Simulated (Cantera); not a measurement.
**Ignition delay**

Mixture: CH4 : O2 : N2 = 1 : 1.25 : 4.7 (molar parts), at 10.0 bar, adiabatic and at constant volume. Ignition delay is the time to a rise of 400 K.

Cantera simulation using GRI-Mech 3.0 (53 species, 325 reactions); the numbers are that mechanism's predictions, not measurements.

| T0 (K) | delay (ms) |
|---|---|
| 1198 | 5.86 |
| 1248 | 3.18 |
| 1298 | 1.78 |
| 1348 | 1.02 |
| 1398 | 0.595 |
| 1448 | 0.355 |
| 1498 | 0.216 |
| 1548 | 0.134 |
| 1598 | 0.0841 |
| 1648 | 0.0540 |

| Quantity | Value |
|---|---|
| apparent activation energy between 1548 and 1648 K | 190 kJ/mol |
